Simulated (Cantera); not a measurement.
Feed: 1 mol Al(CH3)3, 36 mol N2O, 39 mol N2, held at 450 °C and 16.0 Pa.

Equilibrium computed with Cantera from the NASA thermochemical tables; the gas is ideal and each condensed phase is pure. Candidate condensed phases: Al, AlN, Al2O3, C, C6H6, C7H8, C8H18, H2O; 148 gas species. The feed counts by its element totals alone. Rates play no part.

Base state: N2 0.794, O2 0.127, H2O 0.0476, CO2 0.0317 (mole fractions); condensed: Al2O3(s).

Question: What changes in the equilibrium state with this change: N2O from 36 to 2.9 mol?

Answer: 
```tsv
species	before	after
N2	0.794	0.877
H2	<1e-9	0.0941
CO	<1e-9	0.0288
O2	0.127	<1e-9
H2O	0.0476	8.86e-5
CO2	0.0317	0.000208
Al2O3(s), mol	0.500	0.500
C(graphite), mol	0	1.61
```

Question: What changes in the equilibrium state with this change: temperature from 450 °C to 1552 °C?

Answer: 
```tsv
species	before	after
N2	0.794	0.788
O2	0.127	0.123
H2O	0.0476	0.0442
O	<1e-9	0.00426
OH	<1e-9	0.00414
CO2	0.0317	0.0298
CO	<1e-9	0.00178
H	<1e-9	0.000905
H2	<1e-9	0.000675
NO	3.62e-7	0.00346
Al2O3(s), mol	0.500	0.500
```
